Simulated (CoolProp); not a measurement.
A simple Rankine cycle with ethanol: condensing at 312.15 K, boiler at 3.9 MPa, turbine inlet 502.4 K, turbine efficiency 0.9, pump efficiency 0.6, no recuperator. Each further row changes one setting.

The numbers come from the reference Helmholtz-energy equation of state, Schroeder 2014 in CoolProp.

```tsv
case	thermal efficiency (%)	net work (kJ/kg)	heat in (kJ/kg)	turbine exit temperature (K)	volume ratio over the turbine
as stated	25.5	[?]	1110	312.1	179
turbine inlet 522.4 K	[?]	[?]	[?]	312.1	166
condensing temperature 304.15 K	26.7	302	1130	304.1	267
boiler pressure 2.73 MPa	24.8	288	1160	312.1	116
turbine efficiency 0.8	22.6	251	1110	312.1	186
```

### Question
What belongs in the gaps?

### Answer

- as stated, net work (kJ/kg): 284
- turbine inlet 522.4 K, thermal efficiency (%): 26.0
- turbine inlet 522.4 K, net work (kJ/kg): 308
- turbine inlet 522.4 K, heat in (kJ/kg): 1180

The expansion ends wet for: as stated; turbine inlet 522.4 K; condensing temperature 304.15 K; boiler pressure 2.73 MPa; turbine efficiency 0.8.
